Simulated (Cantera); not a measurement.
An adiabatic, constant-pressure homogeneous reactor starts with CO : H₂ : CH₄ : O₂ : N₂ = 1 : 0.11 : 0.22 : 2.43 : 9.12 (molar parts), equivalence ratio 0.41, at 1323 K and 16.0 bar. Integrator tolerance rtol = 1e-08.

Cantera simulation using GRI-Mech 3.0 (53 species, 325 reactions); the numbers are that mechanism's predictions, not measurements. The pressure lies above the range GRI-Mech 3.0 was tuned for (to about 10 atm).

What does this change do: H2 0.11 to 0.17 parts?


```tsv
quantity	before	after
time of steepest temperature rise	75.1 µs	56.1 µs
temperature at 0.100 s	2296 K	2319 K
equilibrium temperature	2296 K	2319 K
x(CO) at 0.100 s	0.000840 (gas-phase equilibrium 0.000840)	0.000979 (gas-phase equilibrium 0.000979)
x(H₂) at 0.100 s	6.67e-5 (gas-phase equilibrium 6.67e-5)	8.52e-5 (gas-phase equilibrium 8.52e-5)
x(CH₄) at 0.100 s	<1e-12 (gas-phase equilibrium <1e-12)	<1e-12 (gas-phase equilibrium <1e-12)
x(HO₂) at 0.100 s	6.55e-6 (gas-phase equilibrium 6.54e-6)	7.23e-6 (gas-phase equilibrium 7.23e-6)
x(NO) at 0.100 s	0.0109 (gas-phase equilibrium 0.0109)	0.0113 (gas-phase equilibrium 0.0113)
```

What does this change do: CH4 0.22 to 0.6 parts?


```json
[
 {"quantity": "time of steepest temperature rise", "before": "75.1 µs", "after": "0.218 ms"},
 {"quantity": "temperature at 0.100 s", "before": "2296 K", "after": "2684 K"},
 {"quantity": "equilibrium temperature", "before": "2296 K", "after": "2684 K"},
 {"quantity": "x(CO) at 0.100 s", "before": "0.000840 (gas-phase equilibrium 0.000840)", "after": "0.0117 (gas-phase equilibrium 0.0117)"},
 {"quantity": "x(H₂) at 0.100 s", "before": "6.67e-5 (gas-phase equilibrium 6.67e-5)", "after": "0.00149 (gas-phase equilibrium 0.00149)"},
 {"quantity": "x(CH₄) at 0.100 s", "before": "<1e-12 (gas-phase equilibrium <1e-12)", "after": "<1e-12 (gas-phase equilibrium <1e-12)"},
 {"quantity": "x(HO₂) at 0.100 s", "before": "6.55e-6 (gas-phase equilibrium 6.54e-6)", "after": "1.47e-5 (gas-phase equilibrium 1.47e-5)"},
 {"quantity": "x(NO) at 0.100 s", "before": "0.0109 (gas-phase equilibrium 0.0109)", "after": "0.0143 (gas-phase equilibrium 0.0143)"}
]
```

What does this change do: initial temperature 1323 to 1550 K?


```csv
quantity,before,after
time of steepest temperature rise,75.1 µs,13.4 µs
temperature at 0.100 s,2296 K,2476 K
equilibrium temperature,2296 K,2476 K
x(CO) at 0.100 s,0.000840 (gas-phase equilibrium 0.000840),0.00238 (gas-phase equilibrium 0.00238)
x(H₂) at 0.100 s,6.67e-5 (gas-phase equilibrium 6.67e-5),0.000171 (gas-phase equilibrium 0.000171)
x(CH₄) at 0.100 s,<1e-12 (gas-phase equilibrium <1e-12),<1e-12 (gas-phase equilibrium <1e-12)
x(HO₂) at 0.100 s,6.55e-6 (gas-phase equilibrium 6.54e-6),1.06e-5 (gas-phase equilibrium 1.06e-5)
x(NO) at 0.100 s,0.0109 (gas-phase equilibrium 0.0109),0.0153 (gas-phase equilibrium 0.0153)
```
